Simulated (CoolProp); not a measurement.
Model: reference Helmholtz-energy equation of state, Gao 2016, in CoolProp.

Problem. For sulfur dioxide, give the phase and the Z, cv (kJ/(kg K)), speed of sound (m/s), Joule-Thomson coefficient (K/MPa) at 424 K and 1.3 MPa.

Solution. 
- 424 K and 1.3 MPa: gas; Z 0.937, cv 0.590, speed of sound 250, Joule-Thomson coefficient 13.0
